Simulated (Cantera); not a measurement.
Input (Python, Cantera) and output of one run.

```python
import numpy as np
import cantera as ct

gas_names = """
    B BH BH2 BH3 BN BO BO2 B2 B2O B2O2 B2O3 B3O3H3 H HBO HBO2 HNO HNO2 HNO3 HO2 H2 H2O H2O2 H3B3O6 N NH
    NH2 NH3 NH2OH NO NO2 NO3 N2 N2H2 N2H4 N2O O OH O2 O3
""".split()
cond_names = """
    B(b) B(L) BN(s) B2O3(L) B3O3H3(cr) H2O(s) H2O(L)
""".split()


# ... load() reads the species with a 1 bar reference pressure and builds the phases ...
atoms = {
    'B2O3': {'B': 2, 'O': 3},
    'H2': {'H': 2},
    'N2': {'N': 2},
}
top_T = {'BN(s)': 3200}  # K; cautious upper limits of use, not melting points


# ... equilibrate(T, P, feed) seeds the gas with the atoms and calls Mixture.equilibrate('TP', solver="vcs", rtol=1e-11, max_steps=5000) ...
results = []
feed = {'B2O3': 1, 'H2': 4.4, 'N2': 1.8}  # mol
T = 1923  # K
for P in [10, 37, 140, 520, 1900, 7200, 27000, 100000]:
    mix = equilibrate(T, P, feed)
    results.append((T, P, feed, dict(zip(mix.species_names, mix.species_moles))))

top = {s: max(r[3][s] / sum(r[3][g] for g in gas_names) for r in results) for s in gas_names}
cols = sorted((s for s in top if top[s] > 1e-06), key=lambda s: -top[s])[:8]
seen = [c for c in cond_names if any(r[3].get(c, 0) > 1e-12 for r in results)]
print("log10 of partial pressures in bar; condensed amounts in mol")
print(f"{'P/Pa':>10s}" + "".join(f"{s[:9]:>10s}" for s in cols + seen))
for T, P, feed, n in results:
    ng = sum(n[g] for g in gas_names)
    print(f"{P:10.4g}" + "".join(f"{np.log10(max(n[s] / ng * P / 1e5, 1e-99)):10.3f}" for s in cols)
          + "".join(f"{n.get(c, 0):10.4g}" for c in seen))
```

Result:

```
log10 of partial pressures in bar; condensed amounts in mol
      P/Pa        H2        N2      B2O3         H      HBO2        BO       HBO      B2O2     BN(s)   B2O3(L)
        10    -4.306    -4.628    -5.210    -5.179    -5.204    -5.330    -5.652    -6.510         0         0
        37    -3.712    -4.048    -4.584    -4.882    -4.661    -4.951    -4.975    -5.751         0         0
       140    -3.120    -3.464    -3.973    -4.586    -4.104    -4.600    -4.329    -5.051         0         0
       520    -2.543    -2.890    -3.384    -4.297    -3.547    -4.281    -3.720    -4.411         0         0
      1900    -1.976    -2.326    -2.812    -4.014    -2.992    -3.980    -3.137    -3.810         0         0
      7200    -1.396    -1.746    -2.228    -3.724    -2.417    -3.680    -2.546    -3.210         0         0
   2.7e+04    -0.802    -1.158    -1.773    -3.427    -1.908    -3.437    -2.006    -2.723         0    0.2219
     1e+05    -0.184    -0.556    -1.773    -3.118    -1.644    -3.393    -1.653    -2.635  0.002114    0.7276
```

Method: chemical equilibrium by Gibbs-energy minimisation in Cantera with the NASA 1993 tables (ideal gas, pure condensed phases). Mutual solubility and eutectic melting of coexisting phases are not modelled.
